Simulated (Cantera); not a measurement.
**Carbothermic reduction: TiO2 + CH4 + H2 + C**

Feed: 1 mol TiO2, 3.9 mol CH4, 1.5 mol H2, 1.8 mol C, held at 0.850 bar.

Equilibrium computed with Cantera from the NASA thermochemical tables; the gas is ideal and each condensed phase is pure. Candidate condensed phases: C, C6H6, C7H8, C8H18, H2O, Ti, TiC, TiO, TiO2, Ti2O3, Ti3O5, Ti4O7; 113 gas species. TiC: taken at fixed stoichiometry. The numbers say what is thermodynamically allowed, not how fast it happens.

| T (K) | log p H2 | log p CO | log p H | log p C2H2 (acetylene) | log p CH4 | log p H2O | log p CH3 | log p C4H2 | n C(graphite) | n TiC(s) |
|---|---|---|---|---|---|---|---|---|---|---|
| 1798 | -0.16 | -0.82 | -3.53 | -3.92 | -3.42 | -4.52 | -5.49 | -8.09 | 2.69 | 1.00 |
| 1848 | -0.16 | -0.82 | -3.35 | -3.74 | -3.49 | -4.62 | -5.39 | -7.74 | 2.69 | 1.00 |
| 1898 | -0.16 | -0.82 | -3.18 | -3.58 | -3.56 | -4.72 | -5.29 | -7.40 | 2.69 | 1.00 |
| 1948 | -0.16 | -0.82 | -3.02 | -3.42 | -3.62 | -4.82 | -5.19 | -7.09 | 2.69 | 1.00 |
| 1998 | -0.16 | -0.82 | -2.87 | -3.28 | -3.68 | -4.91 | -5.10 | -6.79 | 2.68 | 1.00 |
| 2048 | -0.16 | -0.82 | -2.73 | -3.14 | -3.74 | -4.99 | -5.02 | -6.51 | 2.68 | 1.00 |
| 2098 | -0.16 | -0.82 | -2.59 | -3.00 | -3.79 | -5.07 | -4.94 | -6.24 | 2.67 | 1.00 |
| 2148 | -0.16 | -0.82 | -2.46 | -2.88 | -3.85 | -5.15 | -4.86 | -5.99 | 2.66 | 1.00 |
| 2198 | -0.16 | -0.82 | -2.33 | -2.76 | -3.90 | -5.22 | -4.79 | -5.74 | 2.65 | 1.00 |
| 2248 | -0.16 | -0.82 | -2.21 | -2.64 | -3.94 | -5.29 | -4.72 | -5.51 | 2.64 | 1.000 |
| 2298 | -0.16 | -0.82 | -2.10 | -2.53 | -3.99 | -5.36 | -4.65 | -5.29 | 2.62 | 1.000 |
| 2348 | -0.16 | -0.83 | -1.99 | -2.43 | -4.04 | -5.43 | -4.59 | -5.08 | 2.60 | 1.000 |
log p: log10 of the partial pressure in bar; n: condensed amount in mol.

From 1798 K to 2348 K the condensed part is C(graphite) + TiC(s).
